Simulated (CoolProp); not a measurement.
Fluorine at several states: fugacity coefficient from the reference equation and from simpler models built on Tc = -128.7 °C, pc = 5240 kPa, ω = 0.045; each cubic takes its own stable root.

Computed with CoolProp (reference Helmholtz-energy equation of state, de Reuck 1990).

```json
[
 {"T (°C)": "-28.95", "p (kPa)": "427", "phase": "gas", "reference": "0.9955"},
 {"T (°C)": "-122.65", "p (kPa)": "11100", "phase": "supercritical", "reference": "0.4465"},
 {"T (°C)": "-26.35", "p (kPa)": "1190", "phase": "gas", "reference": "0.9881"},
 {"T (°C)": "-87.85", "p (kPa)": "150", "phase": "gas", "reference": "0.9958"},
 {"T (°C)": "-124.25", "p (kPa)": "20000", "phase": "supercritical", "reference": "0.3104"}
]
```

Q: How far does each simpler model (Redlich-Kwong, Soave-Redlich-Kwong, Peng-Robinson) lie from the reference over these 5 states: mean and median of the absolute difference, and the worst?

A: 
- Redlich-Kwong: mean 0.8 %, median 0.2 %, worst +2.5 % at -124.25 °C and 20000 kPa
- Soave-Redlich-Kwong: mean 0.9 %, median 0.1 %, worst +2.9 % at -124.25 °C and 20000 kPa
- Peng-Robinson: mean 2.0 %, median 0.4 %, worst -5.3 % at -124.25 °C and 20000 kPa
